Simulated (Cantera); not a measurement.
Cantera run:

```python
import numpy as np
import cantera as ct

gas_names = [...]  # 140 gases of nasa_gas.yaml made of C, Fe, H, N, O
cond_names = """
    C(gr) C6H6(L) C7H8(L) C8H18(L),n-octa Fe(a) Fe(c) Fe(d) Fe(L) FeC5O5(L) FeO(s) FeO(L) Fe(OH)2(s)
    Fe(OH)3(s) Fe2O3(s) Fe3O4(s) H2O(s) H2O(L)
""".split()


# ... load() reads the species with a 1 bar reference pressure and builds the phases ...
atoms = {
    'Fe3O4': {'Fe': 3, 'O': 4},
    'CH4': {'C': 1, 'H': 4},
    'N2': {'N': 2},
}
top_T = {'C(gr)': 4500, 'Fe2O3(s)': 1830, 'Fe3O4(s)': 1870}  # K; cautious upper limits of use, not melting points


# ... equilibrate(T, P, feed) seeds the gas with the atoms and calls Mixture.equilibrate('TP', solver="gibbs", rtol=1e-10, max_steps=50000) ...
results = []
feed = {'Fe3O4': 1, 'CH4': 0.66, 'N2': 0.6}  # mol
P = 1000  # Pa
for T in [1175, 1225, 1275, 1325, 1375, 1425, 1475, 1525, 1575]:
    mix = equilibrate(T, P, feed)
    results.append((T, P, feed, dict(zip(mix.species_names, mix.species_moles))))

top = {s: max(r[3][s] / sum(r[3][g] for g in gas_names) for r in results) for s in gas_names}
cols = sorted((s for s in top if top[s] > 1e-06), key=lambda s: -top[s])[:7]
seen = [c for c in cond_names if any(r[3].get(c, 0) > 1e-12 for r in results)]
print("log10 of partial pressures in bar; condensed amounts in mol")
print(f"{'T/K':>10s}" + "".join(f"{s[:9]:>10s}" for s in cols + seen))
for T, P, feed, n in results:
    ng = sum(n[g] for g in gas_names)
    print(f"{T:10.4g}" + "".join(f"{np.log10(max(n[s] / ng * P / 1e5, 1e-99)):10.3f}" for s in cols)
          + "".join(f"{n.get(c, 0):10.4g}" for c in seen))
```

Result:

```
log10 of partial pressures in bar; condensed amounts in mol
       T/K        H2        N2        CO       H2O       CO2         H        Fe     Fe(a)     Fe(c)    FeO(s)
      1175    -2.393    -2.633    -2.674    -2.971    -3.359    -8.108   -10.677    0.0488         0     2.951
      1225    -2.402    -2.633    -2.670    -2.939    -3.375    -7.707    -9.948         0   0.06563     2.934
      1275    -2.410    -2.633    -2.667    -2.911    -3.390    -7.337    -9.277         0   0.08169     2.918
      1325    -2.418    -2.633    -2.665    -2.887    -3.404    -6.995    -8.659         0   0.09671     2.903
      1375    -2.426    -2.633    -2.662    -2.865    -3.417    -6.678    -8.086         0    0.1107     2.889
      1425    -2.433    -2.633    -2.660    -2.846    -3.430    -6.383    -7.554         0    0.1237     2.876
      1475    -2.440    -2.633    -2.658    -2.829    -3.442    -6.107    -7.059         0    0.1357     2.864
      1525    -2.446    -2.634    -2.656    -2.814    -3.454    -5.849    -6.597         0    0.1467     2.853
      1575    -2.452    -2.634    -2.655    -2.800    -3.465    -5.607    -6.165         0    0.1568     2.843
```

Equilibrium computed with Cantera from the NASA thermochemical tables; the gas is ideal and each condensed phase is pure. Mutual solubility and eutectic melting of coexisting phases are not modelled. The tables' stoichiometric FeO is somewhat more stable than real wüstite, so its field is too wide. FeO: taken at fixed stoichiometry.
